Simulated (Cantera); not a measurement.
A jet of CH4 : O2 : N2 = 0.065 : 0.17 : 0.79 (molar parts), equivalence ratio 0.76 at 300 K and 18000 Pa hits a platinum plate 3.9 cm away at a mass flux of 0.044 kg/m²/s; the plate temperature is set and raised in steps from an oxygen-covered start.

Computed with Cantera and Deutschmann's 1995 Pt surface mechanism with GRI-Mech 3.0 gas chemistry. Catalytic surfaces can have several steady states; this one follows from the mechanism file's or the stated starting coverage.

One state of this run: wall x CH4 = 0.00843; wall x O2 = 0.0490; wall x H2O = 0.102; wall x OH = 1.47e-6; wall x CO = 1.05e-5; wall x CO2 = 0.0674; θ free Pt = 0.474; θ O* = 0.524; θ OH* = 0.00221. x: mole fraction at the wall; θ: surface coverage.

Task: Which value of plate T (K) does it belong to?
A. 1100
B. 1050
C. 850
D. 950

Result: A, 1100
